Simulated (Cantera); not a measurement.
Input: 1 mol BF₃, 3.8 mol O₂, 13 mol N₂, held at 500 °C and 0.110 bar.

These are equilibrium values from Cantera (NASA tables, ideal gas, pure condensed phases), not measurements of a reactor. Candidate condensed phases: B, BN, B₂O₃; 31 gas species. Kinetics and transport are ignored.

Base state: N₂ 0.730, O₂ 0.213, BF₃ 0.0562 (mole fractions); condensed: gas only.

### Question
What changes in the equilibrium state with this change: temperature from 500 °C to 1377 °C?

### Answer
| species | before | after |
|---|---|---|
| N₂ | 0.730 | 0.729 |
| O₂ | 0.213 | 0.212 |
| BF₃ | 0.0562 | 0.0561 |
| NO | 1.21e-6 | 0.00231 |
| F | <1e-9 | 0.000150 |
| BOF | <1e-9 | 7.24e-5 |
| O | <1e-9 | 3.60e-5 |
